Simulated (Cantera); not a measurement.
Input: 1 mol SiO2, 5.7 mol C, 0.9 mol CO, equilibrated at 998.15 K and 0.120 bar.

Equilibrium computed with Cantera from the NASA thermochemical tables; the gas is ideal and each condensed phase is pure. Candidate condensed phases: C, Si, SiC, SiO2; 20 gas species. Kinetics and transport are ignored.

Base state: CO 0.938, CO2 0.0622 (mole fractions); condensed: C(graphite) + SiO2(β-quartz).

Q: What changes in the equilibrium state with this change: 0.13 mol H2 added?

A: 
```
species              before     after
-------------------  ------  --------
CO                    0.938     0.820
H2                        0     0.127
CO2                  0.0622    0.0475
H2O                       0   0.00511
CH4                       0  0.000190
C(graphite), mol       5.75      5.75
SiO2(β-quartz), mol    1.00      1.00
```
Further candidate phases: C6H6, C7H8, C8H18, H2O.

Q: What changes in the equilibrium state with this change: temperature from 998.15 K to 1573.15 K?

A: 
| species | before | after |
|---|---|---|
| CO | 0.938 | 0.999 |
| SiO | <1e-9 | 0.000860 |
| CO2 | 0.0622 | 4.30e-5 |
| C(graphite), mol | 5.75 | 5.70 |
| SiO2(β-quartz), mol | 1.00 | 0.999 |
The tables hold silica as quartz up to 1696 K and as liquid above; real silica turns to tridymite and cristobalite and melts near 1996 K.
